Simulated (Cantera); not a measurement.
An isothermal, constant-pressure homogeneous reactor starts with 0.270 % CO, 2.12 % O2, 1.06 % H2O, 96.5 % N2, at 1048 K and 4.93 atm.

Computed with Cantera and GRI-Mech 3.0 (53 species, 325 reactions).

x: mole fraction; the columns are a selection and need not sum to one.

| t (s) | x CO | x O2 | x H2O | x CO2 | x N2O |
|---|---|---|---|---|---|
| 0.000300 | 0.00270 | 0.0212 | 0.0106 | 4.78e-10 | <1e-12 |
| 0.000902 | 0.00270 | 0.0212 | 0.0106 | (withheld) | <1e-12 |
| 0.00271 | 0.00270 | 0.0212 | 0.0106 | (withheld) | 4.04e-12 |
| 0.00814 | 0.00270 | 0.0212 | 0.0106 | (withheld) | 2.38e-11 |
| 0.0245 | 0.00270 | 0.0212 | 0.0106 | (withheld) | 5.06e-10 |
| 0.0735 | 0.00256 | 0.0212 | 0.0106 | (withheld) | 1.40e-8 |
| 0.221 | 0.00211 | 0.0209 | 0.0106 | (withheld) | 5.73e-8 |
| 0.664 | 0.00126 | 0.0205 | 0.0106 | (withheld) | 1.48e-7 |
| 2.00 | 0.000419 | 0.0201 | 0.0106 | (withheld) | 2.55e-7 |
| 6.00 | 8.13e-5 | 0.0200 | 0.0106 | (withheld) | 2.78e-7 |

Question: Fill in the missing entries.

Answer: 
- 0.000902, x CO2: 2.55e-9
- 0.00271, x CO2: 1.47e-8
- 0.00814, x CO2: 1.23e-7
- 0.0245, x CO2: 3.79e-6
- 0.0735, x CO2: 0.000145
- 0.221, x CO2: 0.000597
- 0.664, x CO2: 0.00145
- 2.00, x CO2: 0.00229
- 6.00, x CO2: 0.00263
